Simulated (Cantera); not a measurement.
## Reactions in the system Ca-F-O-S

Source: NASA polynomial tables (part measured, part estimated), evaluated in Cantera. Values are per mole of reaction as written; species without (g) are pure solids or liquids, kept so even where they would boil at 1 bar.

12 F(g) + O2(g) + 2 CaS → 2 SF6(g) + 2 CaO

```json
[
 {"T (K)": "948", "ΔH° (kJ)": "-3738.1", "ΔS° (J/K)": "-1613.9", "ΔG° (kJ)": "-2208.1", "log10 K": "121.67"},
 {"T (K)": "1048", "ΔH° (kJ)": "-3737.3", "ΔS° (J/K)": "-1613.1", "ΔG° (kJ)": "-2046.8", "log10 K": "102.01"},
 {"T (K)": "1148", "ΔH° (kJ)": "-3736.2", "ΔS° (J/K)": "-1612.1", "ΔG° (kJ)": "-1885.5", "log10 K": "85.79"},
 {"T (K)": "1248", "ΔH° (kJ)": "-3734.9", "ΔS° (J/K)": "-1611.0", "ΔG° (kJ)": "-1724.3", "log10 K": "72.17"},
 {"T (K)": "1348", "ΔH° (kJ)": "-3733.3", "ΔS° (J/K)": "-1609.8", "ΔG° (kJ)": "-1563.3", "log10 K": "60.58"},
 {"T (K)": "1448", "ΔH° (kJ)": "-3731.6", "ΔS° (J/K)": "-1608.6", "ΔG° (kJ)": "-1402.4", "log10 K": "50.59"},
 {"T (K)": "1548", "ΔH° (kJ)": "-3729.6", "ΔS° (J/K)": "-1607.3", "ΔG° (kJ)": "-1241.6", "log10 K": "41.89"},
 {"T (K)": "1648", "ΔH° (kJ)": "-3727.6", "ΔS° (J/K)": "-1606.0", "ΔG° (kJ)": "-1080.9", "log10 K": "34.26"},
 {"T (K)": "1748", "ΔH° (kJ)": "-3725.4", "ΔS° (J/K)": "-1604.7", "ΔG° (kJ)": "-920.4", "log10 K": "27.50"},
 {"T (K)": "1848", "ΔH° (kJ)": "-3723.1", "ΔS° (J/K)": "-1603.4", "ΔG° (kJ)": "-760.0", "log10 K": "21.48"},
 {"T (K)": "1948", "ΔH° (kJ)": "-3720.8", "ΔS° (J/K)": "-1602.2", "ΔG° (kJ)": "-599.7", "log10 K": "16.08"}
]
```
